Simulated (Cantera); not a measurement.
**Diamond growth**

A diamond (100) surface in a fixed gas of H2 with x(CH4) = 0.011, x(H) = 0.023, at 1373 K, 0.0680 bar; coverages are run to steady state.

Computed with Cantera and the Harris–Goodwin 1993 mechanism for the reconstructed diamond (100) surface.

```csv
x(CH3),growth (µm/h),θ c6HH,θ c6H*,θ c6*H,θ c6**,θ c6HM
1e-06,0.0264,0.340,0.0573,0.543,0.0604,7.96e-7
2.3e-06,0.0606,0.340,0.0573,0.543,0.0604,1.83e-6
5.3e-06,0.140,0.340,0.0573,0.543,0.0604,4.22e-6
1.2e-05,0.316,0.340,0.0573,0.543,0.0604,9.55e-6
2.8e-05,0.738,0.340,0.0573,0.543,0.0604,2.23e-5
6.3e-05,1.66,0.340,0.0573,0.543,0.0604,5.01e-5
0.00015,3.95,0.340,0.0573,0.542,0.0603,0.000119
0.00033,8.67,0.339,0.0573,0.542,0.0602,0.000262
0.00077,20.2,0.339,0.0572,0.542,0.0599,0.000610
```
θ: site fractions in the mechanism's names (c6HH fully hydrogenated, c6H* and c6*H radical sites, c6** diradical, c6HM methylated).
